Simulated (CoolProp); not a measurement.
Properties of carbon monoxide along the isobar 0.101 MPa.

The numbers come from the reference Helmholtz-energy equation of state, Lemmon 2006 in CoolProp. It is a short technical equation, of lower accuracy than the large ones.

```json
[
 {"T (K)": "97.9", "phase": "gas", "Z": "0.9763", "cv (kJ/(kg K))": "0.7554", "isothermal compressibility (1/MPa)": "10.15", "fugacity coefficient": "0.9769"},
 {"T (K)": "103.5", "phase": "gas", "Z": "0.9799", "cv (kJ/(kg K))": "0.7523", "isothermal compressibility (1/MPa)": "10.11", "fugacity coefficient": "0.9803"},
 {"T (K)": "109", "phase": "gas", "Z": "0.9827", "cv (kJ/(kg K))": "0.7502", "isothermal compressibility (1/MPa)": "10.08", "fugacity coefficient": "0.9830"},
 {"T (K)": "114.6", "phase": "gas", "Z": "0.9851", "cv (kJ/(kg K))": "0.7486", "isothermal compressibility (1/MPa)": "10.05", "fugacity coefficient": "0.9853"},
 {"T (K)": "120.1", "phase": "gas", "Z": "0.9870", "cv (kJ/(kg K))": "0.7474", "isothermal compressibility (1/MPa)": "10.03", "fugacity coefficient": "0.9871"},
 {"T (K)": "125.7", "phase": "gas", "Z": "0.9886", "cv (kJ/(kg K))": "0.7465", "isothermal compressibility (1/MPa)": "10.02", "fugacity coefficient": "0.9887"},
 {"T (K)": "131.2", "phase": "gas", "Z": "0.9899", "cv (kJ/(kg K))": "0.7457", "isothermal compressibility (1/MPa)": "10.00", "fugacity coefficient": "0.9900"},
 {"T (K)": "136.8", "phase": "gas", "Z": "0.9911", "cv (kJ/(kg K))": "0.7452", "isothermal compressibility (1/MPa)": "9.990", "fugacity coefficient": "0.9912"},
 {"T (K)": "142.3", "phase": "gas", "Z": "0.9921", "cv (kJ/(kg K))": "0.7447", "isothermal compressibility (1/MPa)": "9.980", "fugacity coefficient": "0.9922"},
 {"T (K)": "147.9", "phase": "gas", "Z": "0.9930", "cv (kJ/(kg K))": "0.7444", "isothermal compressibility (1/MPa)": "9.971", "fugacity coefficient": "0.9930"},
 {"T (K)": "153.4", "phase": "gas", "Z": "0.9937", "cv (kJ/(kg K))": "0.7441", "isothermal compressibility (1/MPa)": "9.964", "fugacity coefficient": "0.9937"},
 {"T (K)": "159", "phase": "gas", "Z": "0.9944", "cv (kJ/(kg K))": "0.7439", "isothermal compressibility (1/MPa)": "9.957", "fugacity coefficient": "0.9944"},
 {"T (K)": "164.5", "phase": "gas", "Z": "0.9949", "cv (kJ/(kg K))": "0.7437", "isothermal compressibility (1/MPa)": "9.951", "fugacity coefficient": "0.9950"},
 {"T (K)": "170.1", "phase": "gas", "Z": "0.9955", "cv (kJ/(kg K))": "0.7435", "isothermal compressibility (1/MPa)": "9.946", "fugacity coefficient": "0.9955"}
]
```
